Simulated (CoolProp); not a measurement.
Vapour-liquid equilibrium of dimethyl ether (1) + R236EA (2) at 0.818 MPa; x and y are mole fractions of (1).

Model: multi-fluid Helmholtz-energy mixture model, Wu 2011 and Rui 2013; pair parameters Bell 2016, in CoolProp.

Give the bubble temperature and the first vapour's composition at x = 0.05, 0.65, 0.75. Is there an azeotrope?

x = 0.05: 344.7 K, y = 0.054; x = 0.65: 328.5 K, y = 0.822; x = 0.75: 322.8 K, y = 0.907. No azeotrope shows between x = 0.05 and 0.95.

The pair parameters rest on a limited set of measurements; away from them the model extrapolates.
